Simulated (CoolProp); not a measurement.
Model: reference Helmholtz-energy equation of state, Gao 2020, in CoolProp.

Question: For ammonia, give the phase and the Joule-Thomson coefficient (K/MPa), isothermal compressibility (1/MPa), expansivity (1/kK), Prandtl number at 196.15 °C and 12.6 MPa; 212.85 °C and 12.6 MPa.

Answer: 
- 196.15 °C and 12.6 MPa: supercritical; Joule-Thomson coefficient 5.48, isothermal compressibility 0.113, expansivity 5.99, Prandtl number 1.17
- 212.85 °C and 12.6 MPa: supercritical; Joule-Thomson coefficient 5.08, isothermal compressibility 0.105, expansivity 4.92, Prandtl number 1.09

Viscosity comes from a separate model (Fenghour 1995). Thermal conductivity comes from a separate model (Tufeu 1984).
